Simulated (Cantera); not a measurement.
A perfectly stirred reactor is fed with 1.47 % C3H8, 98.5 % H2, at 10.00 Torr; it is held at 1100 K, and followed from long to short residence time.

Detailed kinetics in Cantera: GRI-Mech 3.0 (53 species, 325 reactions). GRI-Mech 3.0 was tuned for natural gas; its chemistry of propane as a main component is partial and can be far from experiment. GRI-Mech 3.0 stops at C3 and has no aromatics, soot or wall deposition, so with more carbon than oxygen in the feed, carbon stays in small species such as C2H2 where larger ones or solid carbon would form. Radical loss at walls, strong at low pressure, is not modelled.

Predict: x(C3H8) at τ = 7.00 s; x(H2) at τ = 7.00 s; x(CH3) at τ = 7.00 s; x(C2H2) at τ = 7.00 s; x(C3H8) at τ = 80.0 ms; x(H2) at τ = 80.0 ms; x(CH3) at τ = 80.0 ms; x(C2H2) at τ = 80.0 ms.


- x(C3H8) at τ = 7.00 s: 0.000325
- x(H2) at τ = 7.00 s: 0.970
- x(CH3) at τ = 7.00 s: 4.81e-6
- x(C2H2) at τ = 7.00 s: 0.00251
- x(C3H8) at τ = 80.0 ms: 0.00757
- x(H2) at τ = 80.0 ms: 0.978
- x(CH3) at τ = 80.0 ms: 3.20e-5
- x(C2H2) at τ = 80.0 ms: 4.53e-5
